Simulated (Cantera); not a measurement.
Adiabatic ignition

An adiabatic, constant-pressure homogeneous reactor starts with 5.30 % CH₄, 0.848 % CO, 19.7 % O₂, 74.2 % N₂, at 1598 K and 4.93 atm.

Detailed kinetics in Cantera: GRI-Mech 3.0 (53 species, 325 reactions).

```csv
t (s),T (K),x CH₄,x CO,x O₂,x C₂H₄,x HCN,x HCO,x N₂O
2.00e-6,1598,0.0530,0.00848,0.197,1.19e-10,<1e-12,6.33e-12,1.03e-11
8.50e-6,1598,0.0530,0.00848,0.197,1.94e-8,<1e-12,1.29e-10,1.23e-10
3.61e-5,1599,0.0526,0.00848,0.196,5.83e-6,<1e-12,1.18e-8,1.60e-9
0.000153,2605,<1e-12,0.00681,0.0855,<1e-12,1.24e-11,3.46e-9,1.83e-6
0.000651,2615,<1e-12,0.00570,0.0837,<1e-12,1.60e-11,2.49e-9,1.81e-6
0.00277,2603,<1e-12,0.00551,0.0799,<1e-12,2.43e-11,2.29e-9,1.85e-6
0.0117,2596,<1e-12,0.00540,0.0778,<1e-12,2.77e-11,2.19e-9,1.90e-6
0.0499,2596,<1e-12,0.00540,0.0778,<1e-12,2.77e-11,2.19e-9,1.91e-6
0.212,2596,<1e-12,0.00540,0.0778,<1e-12,2.77e-11,2.19e-9,1.91e-6
0.900,2596,<1e-12,0.00540,0.0778,<1e-12,2.77e-11,2.19e-9,1.91e-6
```
x: mole fraction; the columns are a selection and need not sum to one.

```
Property                                                             Value
---------------------------------  ---------------------------------------
time of steepest temperature rise                                 0.114 ms
temperature at 0.900 s                                              2596 K
equilibrium temperature                                             2596 K
x(CH₄) at 0.900 s                    <1e-12 (gas-phase equilibrium <1e-12)
x(CO) at 0.900 s                   0.00540 (gas-phase equilibrium 0.00540)
x(O₂) at 0.900 s                     0.0778 (gas-phase equilibrium 0.0778)
```
